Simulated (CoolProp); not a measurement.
A single-stage vapour-compression cycle with R507A: evaporating at 295.15 K (dew point), condensing at 329.15 K (bubble point), superheat 2 K, subcooling 0 K, compressor efficiency 0.7, no pressure losses. Each further row changes one setting.

The numbers come from the reference Helmholtz-energy equation of state, Lemmon 2003 in CoolProp. It is a pseudo-pure fit of the blend.

| case | cooling COP | pressure ratio | discharge temperature (K) | refrigerating effect (kJ/kg) | volumetric capacity (kJ/m³) |
|---|---|---|---|---|---|
| as stated | 3.92 | 2.28 | 340.2 | 85.0 | 5270 |
| evaporating temperature 300.15 K | ? | 2.00 | ? | 86.8 | ? |
| condensing temperature 324.15 K | 5.01 | 2.04 | 334.0 | 94.7 | 5860 |
| subcooling 5 K | 4.40 | 2.28 | 340.2 | ? | 5910 |
| superheat 12 K | 4.06 | 2.28 | ? | 96.4 | 5530 |
| compressor efficiency 0.6 | 3.36 | 2.28 | ? | 85.0 | 5270 |

**Question.** Fill in the missing entries.

**Answer.** 
- evaporating temperature 300.15 K, cooling COP: 4.83
- evaporating temperature 300.15 K, discharge temperature (K): 339.0
- evaporating temperature 300.15 K, volumetric capacity (kJ/m³): 6220
- subcooling 5 K, refrigerating effect (kJ/kg): 95.5
- superheat 12 K, discharge temperature (K): 349.4
- compressor efficiency 0.6, discharge temperature (K): 342.6
